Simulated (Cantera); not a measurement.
An isothermal, constant-pressure homogeneous reactor starts with C2H4 : H2 : N2 = 1 : 1.6 : 0.022 (molar parts), at 1250 K and 0.0770 bar.

Model: GRI-Mech 3.0 (53 species, 325 reactions), integrated in Cantera. GRI-Mech 3.0 was tuned for natural gas; its chemistry of ethylene as a main component is partial and can be far from experiment. GRI-Mech 3.0 stops at C3 and has no aromatics, soot or wall deposition, so with more carbon than oxygen in the feed, carbon stays in small species such as C2H2 where larger ones or solid carbon would form.

x: mole fraction; the columns are a selection and need not sum to one.

```csv
t (s),x C2H4,x H2,x C2H,x C2H2,x CH4,x H,x CH2
2.00e-6,0.381,0.610,<1e-12,1.53e-8,<1e-12,5.47e-12,<1e-12
6.91e-6,0.381,0.610,<1e-12,5.30e-8,<1e-12,1.58e-11,<1e-12
2.39e-5,0.381,0.610,<1e-12,1.83e-7,<1e-12,4.68e-11,<1e-12
8.25e-5,0.381,0.610,<1e-12,?,<1e-12,1.60e-10,<1e-12
0.000285,0.381,0.610,<1e-12,2.19e-6,<1e-12,5.61e-10,<1e-12
0.000985,0.381,0.610,<1e-12,?,3.65e-12,?,<1e-12
0.00340,0.381,0.610,<1e-12,2.65e-5,1.55e-10,6.79e-9,<1e-12
0.0118,0.381,0.610,<1e-12,9.52e-5,6.51e-9,2.52e-8,<1e-12
0.0406,0.381,0.610,<1e-12,0.000400,3.68e-7,1.76e-7,<1e-12
0.140,0.370,0.613,1.78e-11,0.00810,0.000188,4.63e-6,1.62e-11
0.485,0.275,0.636,2.65e-10,0.0758,0.00465,7.66e-6,2.85e-11
1.68,0.126,0.671,5.99e-10,0.182,0.0145,7.61e-6,2.88e-11
5.79,0.0659,0.677,6.35e-10,0.222,0.0283,6.67e-6,3.30e-11
20.0,0.0613,0.655,5.14e-10,0.219,0.0577,5.30e-6,4.24e-11
```

Task: What belongs in the gaps?

Result: 
- 8.25e-5, x C2H2: 6.33e-7
- 0.000985, x C2H2: 7.59e-6
- 0.000985, x H: 1.95e-9
